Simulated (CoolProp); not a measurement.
A closed Brayton cycle with carbon dioxide: compressor inlet 333.15 K and 7.8 MPa, high pressure 17 MPa, turbine inlet 845 K, compressor efficiency 0.8, turbine efficiency 0.9, recuperator effectiveness 0.9 (on enthalpy, no pinch check). Each further row changes one setting.

Model: reference Helmholtz-energy equation of state, Span 1996, in CoolProp.

| case | thermal efficiency (%) | net work (kJ/kg) | compressor to turbine work | compressor exit (K) | turbine exit (K) |
|---|---|---|---|---|---|
| as stated | 30.1 | 60.1 | 0.44 | 404.7 | 750.2 |
| turbine inlet 795 K | 28.4 | 53.1 | ? | 404.7 | ? |
| compressor inlet 343.15 K | 29.0 | ? | ? | 417.9 | 750.2 |
| high pressure 14.4 MPa | 28.4 | ? | ? | ? | ? |
| recuperator effectiveness 0.5 | 16.8 | 60.1 | 0.44 | 404.7 | 750.2 |

Complete the blanks.


- turbine inlet 795 K, compressor to turbine work: 0.47
- turbine inlet 795 K, turbine exit (K): 703.7
- compressor inlet 343.15 K, net work (kJ/kg): 55.8
- compressor inlet 343.15 K, compressor to turbine work: 0.48
- high pressure 14.4 MPa, net work (kJ/kg): 49.4
- high pressure 14.4 MPa, compressor to turbine work: 0.42
- high pressure 14.4 MPa, compressor exit (K): 388.9
- high pressure 14.4 MPa, turbine exit (K): 769.9
